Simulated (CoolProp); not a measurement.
Vapour-liquid equilibrium of propylene (1) + R134a (2) at 46.45 °C; x and y are mole fractions of (1).

Computed with CoolProp (multi-fluid Helmholtz-energy mixture model, Lemmon 2013 and Tillner-Roth 1994; pair parameters Bell 2016).

Task: Give the bubble pressure and the first vapour's composition at x = 0.2, 0.5, 0.8. Is there an azeotrope?

Result: x = 0.2: 16.03 bar, y = 0.333; x = 0.5: 19.30 bar, y = 0.583; x = 0.8: 20.19 bar, y = 0.791. y crosses x between x = 0.65 and 0.8: the model has an azeotrope there.

Pair parameters are fitted to limited data, so mixtures are less certain than the pure fluids.
